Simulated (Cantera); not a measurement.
A perfectly stirred reactor is fed with CH₄ : H₂ : O₂ : N₂ = 1 : 0.43 : 3.96 : 14.9 (molar parts), equivalence ratio 0.56, at 1.20 bar; it is adiabatic with a 448 K inlet, and is followed from long to short residence time, starting on the burning branch (τ in s: 0.21, 0.11, 0.053, 0.027, 0.013, 0.0066, 0.0033, 0.0016, 0.00082, 0.00041, 0.0002, 0.0001, 5.1e-05).

Computed with Cantera and GRI-Mech 3.0 (53 species, 325 reactions).

Problem. Predict: blow-out, bracketed by the residence times tried; x(CH₄) at τ = 0.210 s; x(H₂) at τ = 0.210 s; x(O₂) at τ = 0.210 s; x(H) at τ = 0.210 s; x(CH₄) at τ = 3.30 ms; x(H₂) at τ = 3.30 ms; x(O₂) at τ = 3.30 ms; x(H) at τ = 3.30 ms; x(CH₂CO) at τ = 3.30 ms.

Solution. 
```
Property                                                                        Result
------------------------------------------------  ------------------------------------
blow-out, bracketed by the residence times tried  burning at 0.200 ms, out at 0.100 ms
x(CH₄) at τ = 0.210 s                                                          6.38e-6
x(H₂) at τ = 0.210 s                                                           4.94e-5
x(O₂) at τ = 0.210 s                                                            0.0868
x(H) at τ = 0.210 s                                                            5.12e-6
x(CH₄) at τ = 3.30 ms                                                          9.15e-5
x(H₂) at τ = 3.30 ms                                                          0.000687
x(O₂) at τ = 3.30 ms                                                            0.0874
x(H) at τ = 3.30 ms                                                           0.000249
x(CH₂CO) at τ = 3.30 ms                                                        1.92e-8
```
